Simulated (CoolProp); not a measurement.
Model: reference Helmholtz-energy equation of state, Lemmon 2006, in CoolProp. It is a short technical equation, of lower accuracy than the large ones.

Problem. For toluene, give the phase and the cv (kJ/(kg K)), Joule-Thomson coefficient (K/MPa), isothermal compressibility (1/MPa), conductivity (mW/(m K)) at 346.85 °C and 3.38 bar; 346.85 °C and 90.7 bar.

Solution. 
- 346.85 °C and 3.38 bar: gas; cv 2.10, Joule-Thomson coefficient 6.67, isothermal compressibility 3.04, conductivity 43.5
- 346.85 °C and 90.7 bar: supercritical; cv 2.21, Joule-Thomson coefficient 1.40, isothermal compressibility 0.0376, conductivity 80.1

Thermal conductivity comes from a separate model (Assael 2012).
